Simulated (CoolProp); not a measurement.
Properties of R1234ze(E) along the isobar 24.7 bar (Tc = 382.5 K, pc = 36.35 bar, ω = 0.313).

The numbers come from the reference Helmholtz-energy equation of state, Thol 2016 in CoolProp.

```json
[
 {"T (K)": "223.3", "phase": "liquid", "Z": "0.1100", "cv (kJ/(kg K))": "0.8465", "Joule-Thomson coefficient (K/MPa)": "-0.3481", "expansivity (1/kK)": "1.819", "viscosity (µPa s)": "537", "Prandtl number": "6.43"},
 {"T (K)": "239.9", "phase": "liquid", "Z": "0.1056", "cv (kJ/(kg K))": "0.8591", "Joule-Thomson coefficient (K/MPa)": "-0.3202", "expansivity (1/kK)": "1.928", "viscosity (µPa s)": "415", "Prandtl number": "5.38"},
 {"T (K)": "256.6", "phase": "liquid", "Z": "0.1021", "cv (kJ/(kg K))": "[?]", "Joule-Thomson coefficient (K/MPa)": "-0.2826", "expansivity (1/kK)": "2.075", "viscosity (µPa s)": "329", "Prandtl number": "4.65"},
 {"T (K)": "273.3", "phase": "liquid", "Z": "0.09937", "cv (kJ/(kg K))": "0.8891", "Joule-Thomson coefficient (K/MPa)": "-0.2320", "expansivity (1/kK)": "2.273", "viscosity (µPa s)": "265", "Prandtl number": "[?]"},
 {"T (K)": "289.9", "phase": "liquid", "Z": "0.09748", "cv (kJ/(kg K))": "0.9067", "Joule-Thomson coefficient (K/MPa)": "-0.1630", "expansivity (1/kK)": "2.542", "viscosity (µPa s)": "216", "Prandtl number": "3.71"},
 {"T (K)": "306.6", "phase": "liquid", "Z": "[?]", "cv (kJ/(kg K))": "0.9254", "Joule-Thomson coefficient (K/MPa)": "-0.06274", "expansivity (1/kK)": "2.934", "viscosity (µPa s)": "[?]", "Prandtl number": "3.38"},
 {"T (K)": "323.2", "phase": "liquid", "Z": "0.09653", "cv (kJ/(kg K))": "0.9442", "Joule-Thomson coefficient (K/MPa)": "0.09321", "expansivity (1/kK)": "3.552", "viscosity (µPa s)": "144", "Prandtl number": "3.13"},
 {"T (K)": "339.9", "phase": "liquid", "Z": "0.09822", "cv (kJ/(kg K))": "0.9653", "Joule-Thomson coefficient (K/MPa)": "0.3725", "expansivity (1/kK)": "[?]", "viscosity (µPa s)": "116", "Prandtl number": "2.94"},
 {"T (K)": "356.5", "phase": "liquid", "Z": "0.1032", "cv (kJ/(kg K))": "[?]", "Joule-Thomson coefficient (K/MPa)": "1.027", "expansivity (1/kK)": "7.602", "viscosity (µPa s)": "[?]", "Prandtl number": "2.90"},
 {"T (K)": "373.2", "phase": "gas", "Z": "0.6581", "cv (kJ/(kg K))": "1.019", "Joule-Thomson coefficient (K/MPa)": "15.66", "expansivity (1/kK)": "11.37", "viscosity (µPa s)": "17.2", "Prandtl number": "1.09"},
 {"T (K)": "389.8", "phase": "gas", "Z": "0.7318", "cv (kJ/(kg K))": "1.012", "Joule-Thomson coefficient (K/MPa)": "[?]", "expansivity (1/kK)": "7.372", "viscosity (µPa s)": "17.3", "Prandtl number": "0.947"},
 {"T (K)": "406.5", "phase": "gas", "Z": "0.7812", "cv (kJ/(kg K))": "1.018", "Joule-Thomson coefficient (K/MPa)": "9.796", "expansivity (1/kK)": "5.663", "viscosity (µPa s)": "17.7", "Prandtl number": "0.879"}
]
```

Question: Complete the blanks.

Answer: 
- 256.6, cv (kJ/(kg K)): 0.8733
- 273.3, Prandtl number: 4.12
- 306.6, Z: 0.09647
- 306.6, viscosity (µPa s): 177
- 339.9, expansivity (1/kK): 4.689
- 356.5, cv (kJ/(kg K)): 0.9954
- 356.5, viscosity (µPa s): 90.3
- 389.8, Joule-Thomson coefficient (K/MPa): 12.02

Viscosity comes from a separate model (Bell 2016), an estimate that may be off by 10 % or more. Thermal conductivity comes from a separate model (Perkins 2011).
